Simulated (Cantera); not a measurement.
Charge: 1 mol Ta(OEt)5, 0.062 mol O2, 120 mol H2, equilibrated at 1075 K and 0.300 bar.

These are equilibrium values from Cantera (NASA tables, ideal gas, pure condensed phases), not measurements of a reactor. Candidate condensed phases: C, C6H6, C7H8, C8H18, H2O, Ta, TaC, Ta2O5; 113 gas species. The feed counts by its element totals alone. Equilibrium is a limit: real reactors are often held back by kinetics, nucleation or transport.

Base state: H2 0.968, CO 0.0190, CH4 0.0127, H2O 0.000695, CO2 1.46e-5 (mole fractions); condensed: C(graphite) + Ta2O5(s).

**Question.** What changes in the equilibrium state with this change: temperature from 1075 K to 1323.15 K?

**Answer.** 
```
species             before    after
----------------  --------  -------
H2                   0.968    0.961
CO                  0.0190   0.0372
CH4                 0.0127  0.00188
CO2                1.46e-5  1.64e-6
H2O               0.000695  7.85e-5
C(graphite), mol      5.78     3.63
Ta2O5(s), mol        0.500        0
TaC(s), mol              0     1.00
```
TaC: taken at fixed stoichiometry. Condensed phases not in the tables: Ta2C.

**Question.** What changes in the equilibrium state with this change: temperature from 1075 K to 925 K?

**Answer.** 
```
species             before     after
----------------  --------  --------
H2                   0.968     0.922
CH4                 0.0127    0.0578
CO                  0.0190    0.0144
H2O               0.000695   0.00591
CO2                1.46e-5  0.000186
C(graphite), mol      5.78     0.806
Ta2O5(s), mol        0.500     0.500
```

**Question.** What changes in the equilibrium state with this change: Ta(OEt)5 replaced by V?

**Answer.** 
```tsv
species	before	after
H2	0.968	1.00
H2O	0.000695	5.54e-8
CO	0.0190	0
CH4	0.0127	0
CO2	1.46e-5	0
C(graphite), mol	5.78	0
Ta2O5(s), mol	0.500	0
V(s), mol	0	0.876
VO(s), mol	0	0.124
```
Mutual solubility and eutectic melting of coexisting phases are not modelled. VO: taken at fixed stoichiometry. Condensed phases not in the tables: N, O or C dissolved in the metal. Further candidate phases: V, VO, V2O3, V2O4, V2O5.
